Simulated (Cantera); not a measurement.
Input: 1 mol Hg, 0.19 mol O₂, 0.11 mol H₂, at 105 Torr.

Cantera equilibrium calculation (NASA polynomials, part measured and part estimated; ideal gas, pure solids and liquids). Candidate condensed phases: H₂O, Hg, HgO; 10 gas species. Kinetics and transport are ignored.

x: gas mole fraction; n: condensed amount in mol.

```tsv
T (°C)	x Hg	x H₂O	x O₂	x OH	x O	x H₂	x HO₂	n HgO(s)
277	0.869	0.131	1.78e-5	<1e-12	<1e-12	<1e-12	<1e-12	0.270
377	0.803	0.0884	0.108	___	<1e-12	<1e-12	<1e-12	0
477	0.803	0.0884	0.108	2.24e-10	<1e-12	<1e-12	1.59e-12	0
577	0.803	0.0884	0.108	4.77e-9	<1e-12	<1e-12	1.95e-11	0
677	0.803	0.0884	0.108	5.35e-8	2.80e-11	1.31e-11	1.41e-10	0
777	0.803	0.0884	0.108	___	___	___	___	0
877	0.803	0.0884	0.108	1.92e-6	7.31e-9	3.08e-9	2.64e-9	0
977	0.803	0.0883	0.108	7.49e-6	6.09e-8	2.47e-8	8.04e-9	0
1077	0.803	0.0883	0.108	2.39e-5	3.71e-7	1.46e-7	2.08e-8	0
1177	0.803	0.0883	0.108	6.49e-5	1.77e-6	6.79e-7	4.71e-8	0
```

Q: What belongs in the gaps?

A: 
- 777, x OH: 3.80e-7
- 777, x O: 5.88e-10
- 777, x H₂: 2.59e-10
- 777, x HO₂: 7.01e-10
- 377, x OH: 4.12e-12
